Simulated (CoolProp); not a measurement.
Vapour-liquid equilibrium of ethylene (1) + ethane (2) at -105.55 °C; x and y are mole fractions of (1).

Computed with CoolProp (multi-fluid Helmholtz-energy mixture model, Smukala 2000 and Bücker 2006; pair parameters Bell 2016).

| x | bubble pressure (kPa) | y at the bubble point | dew pressure at overall composition x (kPa) | liquid density (mol/L) |
|---|---|---|---|---|
| 0.05 | 40.20 | [?] | 37.85 | [?] |
| 0.2 | 49.66 | 0.400 | 42.25 | [?] |
| 0.35 | 57.86 | 0.572 | 47.61 | 19.28 |
| 0.5 | 65.52 | 0.701 | 54.19 | 19.51 |
| 0.65 | 73.06 | 0.808 | 62.31 | 19.75 |
| 0.8 | 80.70 | 0.900 | 72.42 | 19.99 |
| 0.95 | 88.51 | 0.977 | 85.61 | 20.24 |

Complete the blanks.


- 0.05, y at the bubble point: 0.134
- 0.05, liquid density (mol/L): 18.84
- 0.2, liquid density (mol/L): 19.06

No azeotrope shows between x = 0.05 and 0.95.

The pair parameters rest on a limited set of measurements; away from them the model extrapolates.
